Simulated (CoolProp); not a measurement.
Properties of carbonyl sulfide at several states (Tc = 105.6 °C, pc = 6.369 MPa, ω = 0.098).

The numbers come from the reference Helmholtz-energy equation of state, Lemmon 2006 in CoolProp. It is a short technical equation, of lower accuracy than the large ones.

```csv
T (°C),p (MPa),phase,density (kg/m³),Joule-Thomson coefficient (K/MPa),expansivity (1/kK)
-25.25,0.26,gas,?,?,4.811
16.85,2.89,liquid,1020,?,2.710
265.45,18,supercritical,?,3.420,4.450
139.55,0.0443,gas,0.7770,?,2.437
-73.95,8.17,liquid,1234,?,?
195.55,0.0643,gas,0.9929,?,2.146
```

Question: Fill in the missing entries.

Answer: 
- -25.25, density (kg/m³): 8.004
- -25.25, Joule-Thomson coefficient (K/MPa): 34.06
- 16.85, Joule-Thomson coefficient (K/MPa): -0.1595
- 265.45, density (kg/m³): 319.4
- 139.55, Joule-Thomson coefficient (K/MPa): 9.324
- -73.95, Joule-Thomson coefficient (K/MPa): -0.4804
- -73.95, expansivity (1/kK): 1.584
- 195.55, Joule-Thomson coefficient (K/MPa): 7.099
